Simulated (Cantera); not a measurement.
A closed system holds: 1 mol Zr, 0.38 mol N2O, 32 mol H2, held at 2498.15 K and 23.0 mbar.

Equilibrium computed with Cantera from the NASA thermochemical tables; the gas is ideal and each condensed phase is pure. Candidate condensed phases: H2O, Zr, ZrN, ZrO2; 28 gas species. Mutual solubility and eutectic melting of coexisting phases are not modelled. ZrN: taken at fixed stoichiometry. Condensed phases not in the tables: solid solutions among these carbides, nitrides and lower oxides. Equilibrium is a limit: real reactors are often held back by kinetics, nucleation or transport.

Q: What is the equilibrium state?

A: 
| Quantity | Value |
|---|---|
| x(H2) | 0.845 |
| x(H) | 0.151 |
| x(ZrO) | 0.00307 |
| x(Zr) | 0.000118 |
| x(N2) | 9.86e-5 |
| x(H2O) | 3.15e-5 |
| x(ZrO2) | 1.49e-5 |
| x(OH) | 1.17e-6 |
| n(ZrN(s)) | 0.753 mol |
| n(ZrO2(tetragonal)) | 0.136 mol |
| gas amount | 34.74 mol |
| log10 activity of Zr(l) (absent) | 0.00 |
